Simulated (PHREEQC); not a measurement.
Consider water at 20 °C with 1.5 mmol/kgw NaH2PO4 and 29 mmol/kgw HF. Closed to the air; pH follows from the charge balance.

Computed with PHREEQC (ion-association model, wateq4f.dat).

```csv
quantity,before,after
pH,2.41,2.78
ionic strength (mol/kgw),0.00566,0.00205
H2PO4- (mol/kgw),0.00100,0.000246
H3PO4 (mol/kgw),0.000498,5.42e-5
HPO4-2 (mol/kgw),1.97e-8,1.03e-8
```

Question: What was changed between the two runs?
A. diluted 5-fold with water
B. temperature from 20 to 60 °C
C. NaH2PO4 from 0.0015 to 0.0075 mol/kgw
D. temperature from 20 to 30 °C
E. HF replaced by CsF at the same molality

Answer: A, diluted 5-fold with water

Precipitation was switched off in this run. wateq4f.dat counts part of the HF as a dimer, H2F2, which phreeqc.dat doesn't know; its constant is uncertain. H3PO4, which wateq4f.dat lacks, is added to it with the constant of phreeqc.dat.
